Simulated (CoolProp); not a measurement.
The fluid at 508.71 K and 2.26 MPa flows at 0.18 m/s in a round tube of 50 mm bore and 1.5 µm roughness, fully developed (64/Re and Nu = 3.66 if laminar; Colebrook and Gnielinski if turbulent). The same conditions are run with several fluids, on thermodynamics alone (safety and materials aside).

The numbers come from the reference Helmholtz-energy equation of state of each fluid (oxygen: Schmidt 1985; carbon dioxide: Span 1996; n-hexane: Thol 2019; n-pentane: Thol 2019; methane: Setzmann 1991) in CoolProp.

**Question.** Rank oxygen, carbon dioxide, n-hexane, n-pentane, methane by Reynolds number, highest first.

**Answer.** n-hexane (43600), n-pentane (41200), carbon dioxide (8740), oxygen (4910), methane (4420)

```tsv
fluid	Darcy friction factor	pressure drop (Pa/m)	heat-transfer coefficient (W/(m² K))	mass flow (kg/h)
oxygen	0.0376	0.208	13.5	21.7
carbon dioxide	0.0321	0.248	18.6	30.4
n-hexane	0.0216	0.485	99.7	87.9
n-pentane	0.0219	0.341	77.9	61.1
methane	0.0388	0.108	20.6	10.9
```

Above 300 K oxygen's equation is extrapolated.

Transport values come from each fluid's own correlations; those of n-pentane are estimates that may be off by 10 % or more.
